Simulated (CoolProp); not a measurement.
Propylene glycol at 481.93 K and 0.107 MPa is throttled through a valve to 0.0596 MPa with no heat exchange. Each further row changes one setting.

The numbers come from the reference Helmholtz-energy equation of state, Eisenbach 2021 in CoolProp.

| case | temperature change (K) | final density (kg/m³) |
|---|---|---|
| as stated | -0.6 | 1.14 |
| outlet pressure 0.0179 MPa | -1.2 | 0.342 |
| outlet pressure 0.0775 MPa | -0.4 | 1.49 |
